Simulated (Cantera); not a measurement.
A closed system holds: 1 mol SiF₄, 16 mol NO, 53 mol N₂, equilibrated at 2023 K and 0.00133 bar.

Cantera equilibrium calculation (NASA polynomials, part measured and part estimated; ideal gas, pure solids and liquids). Candidate condensed phases: Si, SiO₂, Si₂N₂O, Si₃N₄; 28 gas species. The tables' values for SiF₃, SiO₂ are old estimates; treat these amounts as uncertain. Kinetics and transport are ignored.

Base state: N₂ 0.864, O₂ 0.107, SiF₄ 0.0136, O 0.00714, NO 0.00609, F 0.00155, SiF₃ 0.000309, SiO 0.000273 (mole fractions); condensed: gas only.

Question: What changes in the equilibrium state with this change: pressure from 0.00133 bar to 0.0100 bar?

Answer: 
```tsv
species	before	after
N₂	0.864	0.867
O₂	0.107	0.110
SiF₄	0.0136	0.0140
O	0.00714	0.00264
SiO	0.000273	4.73e-5
F	0.00155	0.000416
SiO₂	3.51e-5	1.68e-5
```

Question: What changes in the equilibrium state with this change: NO from 16 to 0.17 mol?

Answer: 
```csv
species,before,after
N₂,0.864,0.978
SiF₄,0.0136,0.0177
F,0.00155,0.00110
O₂,0.107,0.000883
O,0.00714,0.000648
SiO₂,3.51e-5,1.49e-6
NO,0.00609,0.000589
```
The tables' values for SiF₃ are old estimates; treat these amounts as uncertain.
